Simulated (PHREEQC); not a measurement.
A PHREEQC speciation (ion-association model, phreeqc.dat) at 25 °C gives pH 1.89 and these molalities:

```tsv
species	mol/kgw
H+	0.0145
SO4-2	0.00510
HSO4-	0.00430
```

Problem. What are the element totals, and what could have been dissolved in 1 kg of water to give them?

Solution. One answer among several that fit: totals S(6) 0.00940 mol/kgw, from 9.4 mmol/kgw H2SO4.

No solid was allowed to form. Species that the database lacks are ignored.
